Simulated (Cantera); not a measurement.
A closed system holds: 1 mol Si, 0.0083 mol O2, 4.9 mol H2, at 2630 Torr.

Equilibrium computed with Cantera from the NASA thermochemical tables; the gas is ideal and each condensed phase is pure. Candidate condensed phases: H2O, Si, SiO2; 18 gas species. Mutual solubility and eutectic melting of coexisting phases are not modelled. The tables hold silica as quartz up to 1696 K and as liquid above; real silica turns to tridymite and cristobalite and melts near 1996 K. Gases not in the tables: Si2H6 and higher silanes. The numbers say what is thermodynamically allowed, not how fast it happens.

Problem. Which condensed phases are stable at each of these points (T (K)): 1275, 1375, 1475, 1575, 1675, 1775, 1875, 1975, 2075?

Solution. 
| T (K) | condensed phases | Si condensed (%) |
|---|---|---|
| 1275 | Si(s) + SiO2(β-quartz) | 100.0 |
| 1375 | Si(s) + SiO2(β-quartz) | 100.0 |
| 1475 | Si(s) + SiO2(β-quartz) | 100.0 |
| 1575 | Si(s) + SiO2(β-quartz) | 99.7 |
| 1675 | Si(s) + SiO2(β-quartz) | 98.7 |
| 1775 | Si(l) | 98.3 |
| 1875 | Si(l) | 98.3 |
| 1975 | Si(l) | 98.3 |
| 2075 | Si(l) | 98.2 |

From 1275 K to 1675 K the condensed part is Si(s) + SiO2(β-quartz). From 1775 K to 2075 K the condensed part is Si(l).
